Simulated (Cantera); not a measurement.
# Silicates and aluminates: SiO2 + Al2O3 + H2O

Charge: 1 mol SiO2, 0.66 mol Al2O3, 3.1 mol H2O, equilibrated at 140 Pa.

Method: chemical equilibrium by Gibbs-energy minimisation in Cantera with the NASA 1993 tables (ideal gas, pure condensed phases). Candidate condensed phases: Al, Al2O3, Al2SiO5, Al6Si2O13, H2O, Si, SiO2; 28 gas species. Mutual solubility and eutectic melting of coexisting phases are not modelled. The tables hold silica as quartz up to 1696 K and as liquid above; real silica turns to tridymite and cristobalite and melts near 1996 K. Condensed phases not in the tables: alloys, solid solutions and most ternary compounds. Kinetics and transport are ignored.

```tsv
T (K)	x H2O	x H2	x O2	x OH	x H	x O	x SiO	x SiO2	n Al6Si2O13(mullite)	n SiO2(β-quartz)
1325	1.000	0.000301	0.000142	3.67e-5	7.59e-7	8.76e-8	1.17e-12	2.87e-12	0.220	0.560
1350	0.999	0.000399	0.000187	5.18e-5	1.27e-6	1.54e-7	3.88e-12	7.78e-12	0.220	0.560
1375	0.999	0.000523	0.000244	7.20e-5	2.09e-6	2.66e-7	1.23e-11	2.03e-11	0.220	0.560
1400	0.999	0.000679	0.000315	9.90e-5	3.39e-6	4.49e-7	3.73e-11	5.14e-11	0.220	0.560
1425	0.999	0.000874	0.000404	0.000135	5.39e-6	7.46e-7	1.09e-10	1.25e-10	0.220	0.560
1450	0.998	0.00112	0.000514	0.000181	8.44e-6	1.22e-6	3.06e-10	2.97e-10	0.220	0.560
1475	0.998	0.00141	0.000647	0.000241	1.30e-5	1.95e-6	8.30e-10	6.83e-10	0.220	0.560
1500	0.997	0.00177	0.000810	0.000318	1.98e-5	3.08e-6	2.18e-9	1.53e-9	0.220	0.560
1525	0.996	0.00221	0.00100	0.000416	2.97e-5	4.80e-6	5.52e-9	3.32e-9	0.220	0.560
1550	0.995	0.00273	0.00124	0.000539	4.40e-5	7.36e-6	1.36e-8	7.04e-9	0.220	0.560
1575	0.994	0.00336	0.00152	0.000692	6.44e-5	1.11e-5	3.25e-8	1.46e-8	0.220	0.560
1600	0.993	0.00410	0.00184	0.000882	9.30e-5	1.66e-5	7.57e-8	2.95e-8	0.220	0.560
1625	0.992	0.00497	0.00223	0.00112	0.000133	2.46e-5	1.71e-7	5.83e-8	0.220	0.560
1650	0.990	0.00600	0.00268	0.00140	0.000188	3.58e-5	3.79e-7	1.13e-7	0.220	0.560
```
x: gas mole fraction; n: condensed amount in mol.

From 1325 K to 1650 K the condensed part is Al6Si2O13(mullite) + SiO2(β-quartz).
